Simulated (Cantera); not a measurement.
A Cantera script and its output.

```python
import numpy as np
import cantera as ct

gas = ct.Solution("h2o2.yaml")
gas.TPX = 550, 200000, {'H2': 1, 'O2': 0.192, 'N2': 0.904}
flame = ct.FreeFlame(gas, width=0.025)
flame.set_refine_criteria(ratio=3, slope=0.08, curve=0.16)
flame.transport_model = "mixture-averaged"
flame.solve(loglevel=0, auto=True)
z, T = flame.grid, flame.T
thick = (T[-1] - T[0]) / np.gradient(T, z).max()
show = ['H2', 'O2', 'O', 'H', 'H2O2', 'H2O']
print(f"laminar burning velocity  {flame.velocity[0] * 100:.3f} cm/s")
print(f"burnt temperature         {T[-1]:.1f} K")
print(f"thermal thickness         {thick * 1e3:.4f} mm")
print(f"grid points               {len(z)}")
z0 = z[flame.heat_release_rate.argmax()]
print(f"{'z/mm':>9s}{'T/K':>9s}{'u/(m/s)':>9s}" + "".join(f"{s:>11s}" for s in show))
rows = []
for k in (-3, -2, -1.5, -1, -0.5, -0.25, 0, 0.25, 0.5, 1, 2, 4, 8):
    zz = z0 + k * thick
    rows.append([k * thick, np.interp(zz, z, T), np.interp(zz, z, flame.velocity),
                 *(np.interp(zz, z, flame.X[gas.species_index(s)]) for s in show)])
    print(f"{rows[-1][0] * 1e3:9.3f}{rows[-1][1]:9.1f}{rows[-1][2]:9.3f}" + "".join(f"{x:11.3e}" for x in rows[-1][3:]))
```

It prints:

```
laminar burning velocity  603.030 cm/s
burnt temperature         1938.1 K
thermal thickness         0.1925 mm
grid points               114
     z/mm      T/K  u/(m/s)         H2         O2          O          H       H2O2        H2O
   -0.577    550.0    6.030  4.771e-01  9.160e-02  1.422e-14  1.168e-15  3.884e-14  1.836e-11
   -0.385    550.0    6.030  4.771e-01  9.160e-02  3.199e-12  3.255e-13  3.986e-12  1.350e-09
   -0.289    550.0    6.030  4.771e-01  9.161e-02  1.300e-10  3.116e-11  1.281e-10  3.210e-08
   -0.192    550.4    6.033  4.769e-01  9.164e-02  1.484e-08  3.206e-08  1.591e-08  2.498e-06
   -0.096    600.0    6.508  4.694e-01  9.153e-02  1.446e-05  2.226e-04  1.169e-05  2.226e-03
   -0.048    838.5    8.877  4.393e-01  8.407e-02  1.864e-04  5.016e-03  1.876e-05  2.400e-02
    0.000   1175.8   12.170  3.793e-01  5.887e-02  1.067e-03  2.379e-02  3.419e-06  8.005e-02
    0.048   1418.0   14.574  3.210e-01  2.394e-02  1.320e-03  4.483e-02  8.829e-07  1.480e-01
    0.096   1535.7   15.740  2.969e-01  6.682e-03  6.384e-04  5.161e-02  4.057e-07  1.816e-01
    0.192   1632.9   16.654  2.930e-01  5.686e-04  2.099e-04  4.679e-02  2.091e-07  1.945e-01
    0.385   1718.6   17.426  2.996e-01  4.764e-05  1.219e-04  3.585e-02  1.285e-07  1.968e-01
    0.770   1796.1   18.108  3.068e-01  1.926e-05  6.595e-05  2.485e-02  6.843e-08  1.982e-01
    1.540   1855.9   18.625  3.125e-01  8.622e-06  2.976e-05  1.600e-02  3.183e-08  1.995e-01
```

Model: the H2/O2 subset of GRI-Mech 3.0, which has no nitrogen chemistry, integrated in Cantera. Burning velocities carry a grid error of a few per cent, more on coarse grids.
